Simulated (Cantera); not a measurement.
# Thermodynamics of fluorocarbon and chlorocarbon gases, feed c-C4F8 + H2

Feed: 1 mol c-C4F8, a varied amount of H2, at 2675 K and 100 Torr.

Method: chemical equilibrium by Gibbs-energy minimisation in Cantera with the NASA 1993 tables (ideal gas, pure condensed phases). Candidate condensed phases: C, C6H6, C7H8, C8H18; 95 gas species. The feed counts by its element totals alone. Gases not in the tables: C2F6 and larger saturated fluorocarbons. Rates play no part.

```
n(H2) (mol)  log p HF  log p CF2  log p F  log p H2  log p H  log p CF4  log p CF  n C(graphite)
-----------  --------  ---------  -------  --------  -------  ---------  --------  -------------
1.2             -1.26      -1.41    -1.48     -7.11    -4.84      -2.51     -2.75           2.04
1.8             -1.13      -1.56    -1.56     -6.69    -4.63      -2.82     -2.83           2.51
2.3             -1.05      -1.72    -1.64     -6.38    -4.48      -3.14     -2.91           2.90
2.8             -0.99      -1.93    -1.75     -6.05    -4.31      -3.56     -3.01           3.28
3.3             -0.94      -2.26    -1.91     -5.63    -4.10      -4.21     -3.18           3.64
3.8             -0.90      -3.06    -2.31     -4.74    -3.66      -5.81     -3.58           3.93
4.3             -0.90      -5.33    -3.44     -2.47    -2.52     -10.35     -4.71           3.99
4.9             -0.93      -5.89    -3.72     -1.98    -2.28     -11.46     -4.99           3.96
5.4             -0.96      -6.12    -3.84     -1.80    -2.19     -11.93     -5.11           3.95
5.9             -0.98      -6.28    -3.92     -1.68    -2.13     -12.26     -5.19           3.93
6.4             -1.00      -6.41    -3.99     -1.60    -2.09     -12.52     -5.25           3.91
6.9             -1.02      -6.52    -4.04     -1.53    -2.05     -12.73     -5.31           3.89
```
log p: log10 of the partial pressure in bar; n: condensed amount in mol.

From 1.2 mol H2 to 6.9 mol H2 the condensed part is C(graphite). The main C-bearing gas is CF2 at 1.2 mol H2 and C2H2 (acetylene) at 6.9 mol H2. The share of C in condensed phases is highest at 4.3 mol H2 (99.7 %) and lowest at 1.2 mol H2 (50.9 %).
